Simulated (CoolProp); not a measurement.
Propylene along the isotherm 345.2 K: fugacity coefficient from the reference equation and from simpler models built on Tc = 364.2 K, pc = 4.555 MPa, ω = 0.146; each cubic takes its own stable root.

The numbers come from the reference Helmholtz-energy equation of state, Lemmon 2013 in CoolProp.

| p (MPa) | phase | reference | van der Waals | Soave-Redlich-Kwong | Peng-Robinson |
|---|---|---|---|---|---|
| 6.51 | liquid | 0.3964 | 0.4729 | 0.4084 | 0.3907 |
| 9.76 | liquid | 0.2942 | 0.3683 | 0.3070 | 0.2899 |
| 13 | liquid | 0.2448 | 0.3200 | 0.2579 | 0.2406 |
| 16.3 | liquid | 0.2162 | 0.2944 | 0.2295 | 0.2117 |
| 19.5 | liquid | 0.1990 | 0.2816 | 0.2127 | 0.1941 |
| 22.8 | liquid | 0.1877 | 0.2759 | 0.2018 | 0.1821 |
| 26 | liquid | 0.1807 | 0.2753 | 0.1953 | 0.1744 |
| 29.3 | liquid | 0.1763 | 0.2785 | 0.1914 | 0.1692 |
| 32.5 | liquid | 0.1741 | 0.2846 | 0.1897 | 0.1661 |
| 35.8 | liquid | 0.1734 | 0.2935 | 0.1896 | 0.1644 |
| 39 | liquid | 0.1740 | 0.3044 | 0.1909 | 0.1639 |
| 42.3 | liquid | 0.1756 | 0.3180 | 0.1933 | 0.1644 |
| 45.5 | liquid | 0.1782 | 0.3333 | 0.1967 | 0.1657 |
